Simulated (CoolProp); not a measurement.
A single-stage vapour-compression cycle with the fluid: evaporating at 293.15 K (dew point), condensing at 334.15 K (bubble point), superheat 10 K, subcooling 8 K, compressor efficiency 0.7, no pressure losses. The same conditions are run with several fluids, on thermodynamics alone (safety and materials aside).

The numbers come from the reference Helmholtz-energy equation of state of each fluid (R507A: Lemmon 2003; R141b: Lemmon 2006; R227EA: Lemmon 2016; tetrahydrofuran: Fiedler 2023; isobutene: Lemmon 2005; n-pentane: Thol 2019) in CoolProp. Blends and air are pseudo-pure fits.

```json
[
 {"fluid": "R507A", "cooling COP": "3.61", "pressure ratio": "2.69", "discharge temperature (K)": "354.1", "refrigerating effect (kJ/kg)": "101", "volumetric capacity (kJ/m³)": "5530"},
 {"fluid": "R141b", "cooling COP": "4.61", "pressure ratio": "3.90", "discharge temperature (K)": "360.0", "refrigerating effect (kJ/kg)": "198", "volumetric capacity (kJ/m³)": "611"},
 {"fluid": "R227EA", "cooling COP": "4.03", "pressure ratio": "3.10", "discharge temperature (K)": "339.4", "refrigerating effect (kJ/kg)": "82.8", "volumetric capacity (kJ/m³)": "2440"},
 {"fluid": "tetrahydrofuran", "cooling COP": "4.67", "pressure ratio": "4.98", "discharge temperature (K)": "374.4", "refrigerating effect (kJ/kg)": "401", "volumetric capacity (kJ/m³)": "200"},
 {"fluid": "isobutene", "cooling COP": "4.43", "pressure ratio": "3.06", "discharge temperature (K)": "350.9", "refrigerating effect (kJ/kg)": "301", "volumetric capacity (kJ/m³)": "1880"},
 {"fluid": "n-pentane", "cooling COP": "4.54", "pressure ratio": "3.90", "discharge temperature (K)": "344.9", "refrigerating effect (kJ/kg)": "309", "volumetric capacity (kJ/m³)": "513"}
]
```
